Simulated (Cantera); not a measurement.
An isothermal plug-flow reactor at 550 K and 0.987 atm (inlet), inlet velocity 0.071 m/s, active area per volume 7500 1/m; feed 0.513 % H2, 15.0 % O2, 84.5 % N2, equivalence ratio 0.017.

Model: Deutschmann's 1995 Pt surface mechanism with GRI-Mech 3.0 gas chemistry, integrated in Cantera. Catalytic surfaces can have several steady states; this one follows from the mechanism file's or the stated starting coverage. Mass transfer to the wall is taken as infinitely fast.

x: gas mole fraction; θ: surface coverage.

```csv
z (m),x H2,x O2,x H2O,θ free Pt,θ O*,θ OH*
3.6e-05,[?],0.148,0.00439,0.00794,0.988,0.00429
6.4e-05,[?],0.148,0.00469,0.00477,0.992,0.00340
0.00011,[?],0.148,0.00487,0.00289,0.994,0.00268
0.0002,[?],0.148,0.00499,0.00163,0.996,0.00203
0.00036,[?],0.148,0.00506,0.000930,0.998,0.00154
0.00064,[?],0.148,0.00510,0.000548,0.998,0.00118
0.0011,[?],0.148,0.00512,0.000350,0.999,0.000949
0.002,[?],0.148,0.00514,0.000238,0.999,0.000783
0.0036,[?],0.148,0.00514,0.000186,0.999,0.000693
```

Question: Complete the blanks.

Answer: 
- 3.6e-05, x H2: 0.000755
- 6.4e-05, x H2: 0.000453
- 0.00011, x H2: 0.000273
- 0.0002, x H2: 0.000153
- 0.00036, x H2: 8.57e-5
- 0.00064, x H2: 4.75e-5
- 0.0011, x H2: 2.63e-5
- 0.002, x H2: 1.23e-5
- 0.0036, x H2: 4.58e-6
